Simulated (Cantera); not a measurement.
Input (Python, Cantera) and output of one run.

```python
import numpy as np
import cantera as ct

gas_names = """
    AL ALCL ALCL2 ALCL3 ALH AL2 AL2CL6 CL CL2 H HCL H2
""".split()
cond_names = """
    AL(cr) AL(L) ALCL3(s) ALCL3(L)
""".split()


# ... load() reads the species with a 1 bar reference pressure and builds the phases ...
atoms = {
    'Al': {'AL': 1},
    'Cl2': {'CL': 2},
    'H2': {'H': 2},
}
top_T = {}  # K; cautious upper limits of use, not melting points


# ... equilibrate(T, P, feed) seeds the gas with the atoms and calls Mixture.equilibrate('TP', solver="vcs", rtol=1e-11, max_steps=5000) ...
results = []
feed = {'Al': 1, 'Cl2': 0.01, 'H2': 0.6}  # mol
P = 100000  # Pa
for T in [1248, 1273, 1298, 1323, 1348, 1373, 1398, 1423, 1448, 1473, 1498, 1523, 1548]:
    mix = equilibrate(T, P, feed)
    results.append((T, P, feed, dict(zip(mix.species_names, mix.species_moles))))

top = {s: max(r[3][s] / sum(r[3][g] for g in gas_names) for r in results) for s in gas_names}
cols = sorted((s for s in top if top[s] > 0.001), key=lambda s: -top[s])[:8]
seen = [c for c in cond_names if any(r[3].get(c, 0) > 1e-12 for r in results)]
print("log10 of partial pressures in bar; condensed amounts in mol")
print(f"{'T/K':>10s}" + "".join(f"{s[:9]:>10s}" for s in cols + seen))
for T, P, feed, n in results:
    ng = sum(n[g] for g in gas_names)
    print(f"{T:10.4g}" + "".join(f"{np.log10(max(n[s] / ng * P / 1e5, 1e-99)):10.3f}" for s in cols)
          + "".join(f"{n.get(c, 0):10.4g}" for c in seen))
```

Result:

```
log10 of partial pressures in bar; condensed amounts in mol
       T/K        H2      ALCL     ALCL3     ALCL2     AL(L)
      1248    -0.010    -1.743    -2.435    -2.784    0.9856
      1273    -0.011    -1.681    -2.563    -2.788    0.9845
      1298    -0.012    -1.632    -2.716    -2.811    0.9835
      1323    -0.013    -1.594    -2.890    -2.852    0.9826
      1348    -0.013    -1.566    -3.084    -2.909    0.9819
      1373    -0.013    -1.546    -3.292    -2.978    0.9814
      1398    -0.014    -1.532    -3.507    -3.054    0.9811
      1423    -0.014    -1.522    -3.725    -3.136    0.9808
      1448    -0.014    -1.515    -3.943    -3.219    0.9806
      1473    -0.014    -1.511    -4.158    -3.302    0.9805
      1498    -0.014    -1.507    -4.369    -3.385    0.9804
      1523    -0.014    -1.504    -4.575    -3.467    0.9804
      1548    -0.014    -1.502    -4.776    -3.547    0.9803
```

Cantera equilibrium calculation (NASA polynomials, part measured and part estimated; ideal gas, pure solids and liquids). The tables' values for AlCl2 are old estimates; treat these amounts as uncertain.
